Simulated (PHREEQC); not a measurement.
Consider water at 25 °C with 0.2 mol MnSO4, 0.016 mol NiCl2 and 0.045 mol KHCO3 per kg of water. Closed to the air; pH follows from the charge balance.

Model: ion-association model, wateq4f.dat, run in PHREEQC.

Precipitation was switched off in this run.

Order these C species by the share of C that they hold, largest first: CO2, MnHCO3+, NiCO3, NiHCO3+, HCO3-.

MnHCO3+ (46 %), HCO3- (22 %), CO2 (15 %), NiCO3 (12 %), NiHCO3+ (3.4 %)

The pH is 6.32 and the ionic strength 0.456 mol/kgw. The solution is supersaturated, for example in Rhodochrosite, so a real one may precipitate; this is no full list. The database's nickel carbonate constants are estimates that later reviews lower a good deal.
